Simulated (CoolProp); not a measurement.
Vapour-liquid equilibrium of ethane (1) + propylene (2) at 282.7 K; x and y are mole fractions of (1).

The numbers come from the multi-fluid Helmholtz-energy mixture model, Bücker 2006 and Lemmon 2013; pair parameters Bell 2016 in CoolProp.

```
x     bubble pressure, mixture model (bar)  bubble pressure, Raoult's law (bar)  y, mixture model  y, Raoult's law
----  ------------------------------------  -----------------------------------  ----------------  ---------------
0.05                                 8.691                                8.798             0.140            0.170
0.15                                 10.69                                11.02             0.346            0.407
0.25                                 12.68                                13.23             0.490            0.564
0.35                                 14.70                                15.45             0.599            0.677
0.45                                 16.76                                17.67             0.686            0.761
0.55                                 18.88                                19.89             0.758            0.826
0.65                                 21.07                                22.10             0.820            0.878
0.75                                 23.37                                24.32             0.876            0.921
0.85                                 25.82                                26.54             0.927            0.957
0.95                                 28.45                                28.76             0.976            0.987
```

The largest gap from Raoult's law is -5.1 % in bubble pressure, at x = 0.45. No azeotrope shows between x = 0.05 and 0.95.

The pair parameters rest on a limited set of measurements; away from them the model extrapolates.
